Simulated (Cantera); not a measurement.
**Thermodynamics of silicon epitaxy and polysilicon growth, feed SiHCl3 + H2**

A closed system holds: 1 mol SiHCl3, 420 mol H2, held at 13.3 mbar.

Equilibrium computed with Cantera from the NASA thermochemical tables; the gas is ideal and each condensed phase is pure. Candidate condensed phases: Si; 19 gas species. The tables' values for SiCl3, SiCl are old estimates; treat these amounts as uncertain. Gases not in the tables: Si2H6 and higher silanes. Rates play no part.

| T (K) | log p H2 | log p HCl | log p H | log p SiCl4 | log p SiHCl3 | log p SiCl2 | n Si(s) | n Si(l) |
|---|---|---|---|---|---|---|---|---|
| 850 | -1.88 | -4.51 | -11.63 | -4.99 | -5.14 | -7.06 | 0.430 | 0 |
| 925 | -1.88 | -4.23 | -10.52 | -5.29 | -5.38 | -6.42 | 0.673 | 0 |
| 1000 | -1.88 | -4.08 | -9.58 | -5.90 | -5.85 | -6.06 | 0.876 | 0 |
| 1075 | -1.88 | -4.04 | -8.77 | -6.78 | -6.52 | -5.92 | 0.941 | 0 |
| 1150 | -1.88 | -4.04 | -8.07 | -7.64 | -7.18 | -5.86 | 0.951 | 0 |
| 1225 | -1.88 | -4.04 | -7.45 | -8.42 | -7.77 | -5.81 | 0.949 | 0 |
| 1300 | -1.88 | -4.04 | -6.90 | -9.11 | -8.29 | -5.77 | 0.946 | 0 |
| 1375 | -1.88 | -4.04 | -6.40 | -9.73 | -8.76 | -5.74 | 0.942 | 0 |
| 1450 | -1.88 | -4.04 | -5.96 | -10.28 | -9.18 | -5.72 | 0.938 | 0 |
| 1525 | -1.88 | -4.04 | -5.57 | -10.77 | -9.55 | -5.69 | 0.934 | 0 |
| 1600 | -1.88 | -4.04 | -5.20 | -11.22 | -9.89 | -5.67 | 0.926 | 0 |
| 1675 | -1.88 | -4.05 | -4.87 | -11.63 | -10.20 | -5.65 | 0.906 | 0 |
| 1750 | -1.88 | -4.04 | -4.57 | -12.05 | -10.54 | -5.69 | 0 | 0.866 |
log p: log10 of the partial pressure in bar; n: condensed amount in mol.

From 850 K to 1675 K the condensed part is Si(s). At 1750 K the condensed part is Si(l). The main Si-bearing gas is SiCl4 at 850 K and SiCl2 at 1750 K. The share of Si in condensed phases is highest at 1150 K (95.1 %) and lowest at 850 K (43.0 %).
